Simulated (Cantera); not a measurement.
A closed system holds: 1 mol SiC, 0.002 mol H2O, 89 mol N2, equilibrated at 1023.15 K and 7.50 Torr.

Equilibrium computed with Cantera from the NASA thermochemical tables; the gas is ideal and each condensed phase is pure. Candidate condensed phases: C, C6H6, C7H8, C8H18, H2O, Si, SiC, SiO2, Si2N2O, Si3N4; 151 gas species. N2 is the only nitrogen source here; it is nearly inert below about 1500 K, so the nitride shown seldom forms there in practice. Mutual solubility and eutectic melting of coexisting phases are not modelled. Kinetics and transport are ignored.

What is the equilibrium state?


* **x(N2)**: 1.000
* **x(H2)**: 2.26e-5
* **n(C(graphite))**: 1.000 mol
* **n(Si2N2O(s))**: 0.00200 mol
* **n(Si3N4(s))**: 0.332 mol
* **gas amount**: 88.34 mol
* **log10 activity of Si(s) (absent)**: -5.56
